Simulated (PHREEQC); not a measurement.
Reverse-osmosis permeate: speciation

Model water analysis in mmol/kgw, 25 °C, pH 6.33, pe 8.7:

| constituent | mmol/kgw |
|---|---|
| Na | 0.0267 |
| K | 0.0534 |
| Ca | 0.0177 |
| Mg | 0.0101 |
| Cl | 0.0505 |
| S(6) | 0.00966 |
| Alkalinity (meq/kgw) | 0.0635 |
| Br | 1.41e-05 |

Valence states are taken as typed.

Computed with PHREEQC (ion-association model, wateq4f.dat).

```
Quantity                        Result
--------------------  ----------------
ionic strength        0.000172 mol/kgw
charge-balance error             0.9 %
```

| species | molality | activity | log γ |
|---|---|---|---|
| CO2 | 6.62e-5 | 6.62e-5 | 0.000 |
| HCO3- | 6.39e-5 | 6.30e-5 | -0.007 |
| K+ | 5.34e-5 | 5.26e-5 | -0.007 |
| Cl- | 5.05e-5 | 4.97e-5 | -0.007 |
| Na+ | 2.67e-5 | 2.63e-5 | -0.007 |
| Ca+2 | 1.77e-5 | 1.66e-5 | -0.026 |
| Mg+2 | 1.01e-5 | 9.48e-6 | -0.026 |
| SO4-2 | 9.61e-6 | 9.04e-6 | -0.026 |
| H+ | 4.75e-7 | 4.68e-7 | -0.006 |
| CaSO4 | 3.00e-8 | 3.00e-8 | 0.000 |
| OH- | 2.17e-8 | 2.14e-8 | -0.007 |
| MgSO4 | 2.01e-8 | 2.01e-8 | 0.000 |
| Br- | 1.41e-8 | 1.39e-8 | -0.007 |
| CaHCO3+ | 1.36e-8 | 1.34e-8 | -0.007 |
| MgHCO3+ | 7.09e-9 | 6.99e-9 | -0.007 |

Precipitation was switched off in this run. Species that the database lacks are ignored.
